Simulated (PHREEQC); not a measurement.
Consider water at 25 °C with 37 mmol/kgw CuCl2. It is in equilibrium with CO2 at log p = 0 (atm). Otherwise closed; pH follows from the charge balance.

Equilibrium calculation in PHREEQC: ion-association model, wateq4f.dat.

Question: The ionic strength comes out as 0.105 mol/kgw. What activity coefficients do CuHCO3+, CuCl+, Cu+2, HCO3-, Cl- get?

Answer: CuHCO3+ 0.78, CuCl+ 0.77, Cu+2 0.39, HCO3- 0.79, Cl- 0.76.

This is a speciation only: nothing precipitates in the calculation. Species that the database lacks are ignored.
